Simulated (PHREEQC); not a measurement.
**Brine**

Make-up at 27 °C: 4.2 mol KOH, 0.85 mol KCl and 0.00014 mol H4SiO4 per kg of water. Closed to the air; pH follows from the charge balance.

All values are PHREEQC results (Pitzer model, pitzer.dat), not measurements.

This is a speciation only: nothing precipitates in the calculation.

Q: What pH, density, activity of water does the model give?

A: pH 15.08; density 1.187 g/cm³; activity of water 0.776.

Species that the database lacks are ignored. In brines, pH and single-ion activities rest on the MacInnes convention.
